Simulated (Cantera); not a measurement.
A closed system holds: 1 mol Si, 0.61 mol CO, 54 mol H2, 0.013 mol H2O, equilibrated at 1330 Pa.

Method: chemical equilibrium by Gibbs-energy minimisation in Cantera with the NASA 1993 tables (ideal gas, pure condensed phases). Candidate condensed phases: C, C6H6, C7H8, C8H18, H2O, Si, SiC, SiO2; 123 gas species. Mutual solubility and eutectic melting of coexisting phases are not modelled. The tables hold silica as quartz up to 1696 K and as liquid above; real silica turns to tridymite and cristobalite and melts near 1996 K. Equilibrium is a limit: real reactors are often held back by kinetics, nucleation or transport.

### Question
What share of the Si ends up in condensed phases as a function of T (K), at 1175, 1225, 1275, 1325, 1375, 1425, 1475, 1525, 1575, 1625?

### Answer
```csv
T (K),Si condensed (%),as
1175,99.9,Si(s) + SiC(s) + SiO2(β-quartz)
1225,99.6,Si(s) + SiC(s) + SiO2(β-quartz)
1275,98.3,Si(s) + SiC(s) + SiO2(β-quartz)
1325,94.4,Si(s) + SiC(s) + SiO2(β-quartz)
1375,83.3,SiC(s) + SiO2(β-quartz)
1425,70.0,SiC(s) + SiO2(β-quartz)
1475,49.4,SiC(s)
1525,49.3,SiC(s)
1575,49.3,SiC(s)
1625,49.3,SiC(s)
```
